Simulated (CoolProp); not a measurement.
Vapour-liquid equilibrium of R1234ze(E) (1) + n-pentane (2) at 0.0157 MPa; x and y are mole fractions of (1).

The numbers come from the multi-fluid Helmholtz-energy mixture model, Thol 2016 and Thol 2019; pair parameters Bell 2016 in CoolProp.

**Question.** Give the bubble temperature and the first vapour's composition at x = 0.2, 0.275, 0.95. Is there an azeotrope?

**Answer.** x = 0.2: 226.2 K, y = 0.909; x = 0.275: 223.3 K, y = 0.930; x = 0.95: 218.9 K, y = 0.981. No azeotrope shows between x = 0.05 and 0.95.

The pair parameters rest on a limited set of measurements; away from them the model extrapolates. With so large a gap from Raoult's law the liquid may split in two, which this calculation doesn't test in full.
